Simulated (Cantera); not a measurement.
Input: 1 mol SiH4, 0.23 mol Cl2, 18 mol H2, at 0.240 bar.

Equilibrium computed with Cantera from the NASA thermochemical tables; the gas is ideal and each condensed phase is pure. Candidate condensed phases: Si; 19 gas species. The tables' values for SiCl3 are old estimates; treat these amounts as uncertain. Kinetics and transport are ignored.

Task: At 1023 K, list the 4 most abundant gas species with their mole fractions, and the condensed phases.

Result: H2 0.988, HCl 0.00776, SiHCl3 0.00209, SiCl4 0.00194. Condensed: Si(s).
